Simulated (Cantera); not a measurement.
# Equilibrium for iron carbonyl, mercury and lead vapours: Pb + O2 + H2

Charge: 1 mol Pb, 0.047 mol O2, 0.5 mol H2, at 1500 K and 0.00133 bar.

Equilibrium computed with Cantera from the NASA thermochemical tables; the gas is ideal and each condensed phase is pure. Candidate condensed phases: H2O, Pb, PbO, PbO2, Pb3O4; 12 gas species. The numbers say what is thermodynamically allowed, not how fast it happens.

```yaml
x(Pb): 0.667
x(H2): 0.271
x(H2O): 0.0626
x(H): 0.000251
x(PbO): 5.90e-5
x(Pb2): 1.01e-5
x(OH): 1.66e-6
gas_amount: 1.500 mol
log10 activity of Pb(l) (absent): -1.44
```
